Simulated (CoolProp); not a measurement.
Properties of carbonyl sulfide along the isobar 5.13 bar.

The numbers come from the reference Helmholtz-energy equation of state, Lemmon 2006 in CoolProp. It is a short technical equation, of lower accuracy than the large ones.

```
T (K)  phase       Z  cp (kJ/(kg K))  cv (kJ/(kg K))  speed of sound (m/s)  isothermal compressibility (1/MPa)
-----  -----  ------  --------------  --------------  --------------------  ----------------------------------
294.7    gas  0.9386          0.7517          0.5720                 216.9                               2.085
310.2    gas  0.9481          0.7520          0.5799                 223.4                               2.062
325.8    gas  0.9557          0.7551          0.5886                 229.6                               2.043
341.4    gas  0.9618          0.7598          0.5976                 235.6                               2.029
356.9    gas  0.9668          0.7654          0.6065                 241.3                               2.018
372.5    gas  0.9710          0.7716          0.6154                 246.8                               2.009
388      gas  0.9746          0.7780          0.6239                 252.1                               2.001
403.6    gas  0.9775          0.7845          0.6322                 257.3                               1.995
419.1    gas  0.9801          0.7910          0.6403                 262.3                               1.989
434.7    gas  0.9823          0.7976          0.6480                 267.3                               1.985
450.2    gas  0.9842          0.8039          0.6555                 272.1                               1.981
465.8    gas  0.9859          0.8103          0.6627                 276.8                               1.977
```
